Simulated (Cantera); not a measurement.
A closed system holds: 1 mol AlN, 0.013 mol H2, at 2725 K and 0.133 bar.

These are equilibrium values from Cantera (NASA tables, ideal gas, pure condensed phases), not measurements of a reactor. Candidate condensed phases: Al, AlN; 13 gas species. Kinetics and transport are ignored.

Base state: Al 0.656, N2 0.329, H 0.00962, H2 0.00317, AlH 0.00117, Al2 0.00109 (mole fractions); condensed: gas only.

What changes in the equilibrium state with this change: H2 from 0.013 to 1.1 mol?


```csv
species,before,after
Al,0.656,0.359
H2,0.00317,0.349
N2,0.329,0.183
H,0.00962,0.101
AlH,0.00117,0.00674
Al2,0.00109,0.000326
```

What changes in the equilibrium state with this change: temperature from 2725 K to 1500 K?


```tsv
species	before	after
H2	0.00317	1.000
H	0.00962	4.82e-5
Al	0.656	1.31e-6
N2	0.329	9.40e-7
Al2	0.00109	<1e-9
AlH	0.00117	5.77e-7
AlN(s), mol	0	1.00
```
